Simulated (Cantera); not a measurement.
Charge: 1 mol SiH₄, 10 mol NH₃, 0.24 mol H₂, equilibrated at 0.230 bar.

Cantera equilibrium calculation (NASA polynomials, part measured and part estimated; ideal gas, pure solids and liquids). Candidate condensed phases: Si, Si₃N₄; 18 gas species. The tables' values for SiN are old estimates; treat these amounts as uncertain. Gases not in the tables: Si₂H₆ and higher silanes. Equilibrium is a limit: real reactors are often held back by kinetics, nucleation or transport.

x: gas mole fraction; n: condensed amount in mol.

```tsv
T (K)	x H₂	x N₂	x H	x Si	x NH₃	n Si₃N₄(s)	n Si(l)
823	0.799	0.201	1.37e-11	<1e-12	…	0.333	0
1023	0.799	0.201	7.72e-9	<1e-12	…	0.333	0
1223	0.799	0.201	5.60e-7	<1e-12	…	0.333	0
1423	0.799	0.201	1.24e-5	2.33e-11	…	0.333	0
1623	0.799	0.201	0.000129	3.07e-8	…	0.333	0
1823	0.798	0.201	0.000807	8.15e-6	…	0.333	0
2023	0.772	0.224	0.00348	0.000247	…	0	0.990
```

### Question
Some entries are withheld; supply them.

### Answer

- 823, x NH₃: 0.000176
- 1023, x NH₃: 3.69e-5
- 1223, x NH₃: 1.27e-5
- 1423, x NH₃: 5.82e-6
- 1623, x NH₃: 3.24e-6
- 1823, x NH₃: 2.05e-6
- 2023, x NH₃: 1.43e-6
